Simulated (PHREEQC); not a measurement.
Solution (25 °C): 44 mmol/kgw NH4HF2 and 32 mmol/kgw H2SiF6. Closed to the air; pH follows from the charge balance.

Computed with PHREEQC (ion-association model, wateq4f.dat).

No solid was allowed to form.

Estimate the pH, ionic strength.

pH 1.71; ionic strength 0.0996 mol/kgw.

In which forms is F present?

SiF6-2 69 %, HF 22 %, H2F2 7.5 %, F- 1.0 %, HF2- 0.5 % of the F.

Species that the database lacks are ignored. wateq4f.dat counts part of the HF as a dimer, H2F2, which phreeqc.dat doesn't know; its constant is uncertain. SiF6-2 is the database's only silicon fluoride.
